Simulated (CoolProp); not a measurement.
R152A at 456.72 K and 1.15 MPa flows at 10 m/s in a round tube of 2 mm bore and 1.5 µm roughness, fully developed (64/Re and Nu = 3.66 if laminar; Colebrook and Gnielinski if turbulent). Each further row changes one setting.

Values from CoolProp's reference Helmholtz-energy equation of state, Outcalt 1996. It is a modified Benedict-Webb-Rubin equation, recast in Helmholtz form.

```json
[
 {"case": "as stated", "Reynolds number": "24900", "Darcy friction factor": "?", "pressure drop (Pa/m)": "13900", "heat-transfer coefficient (W/(m² K))": "1060", "mass flow (kg/h)": "2.39"},
 {"case": "velocity 20 m/s", "Reynolds number": "49800", "Darcy friction factor": "0.0233", "pressure drop (Pa/m)": "49300", "heat-transfer coefficient (W/(m² K))": "1910", "mass flow (kg/h)": "4.78"},
 {"case": "diameter 4 mm", "Reynolds number": "49800", "Darcy friction factor": "?", "pressure drop (Pa/m)": "5860", "heat-transfer coefficient (W/(m² K))": "?", "mass flow (kg/h)": "?"}
]
```

Question: Complete the blanks.

Answer: 
- as stated, Darcy friction factor: 0.0263
- diameter 4 mm, Darcy friction factor: 0.0222
- diameter 4 mm, heat-transfer coefficient (W/(m² K)): 905
- diameter 4 mm, mass flow (kg/h): 9.55

Viscosity comes from a separate model (Bell 2016), an estimate that may be off by 10 % or more. Thermal conductivity comes from a separate model (Krauss 1996).
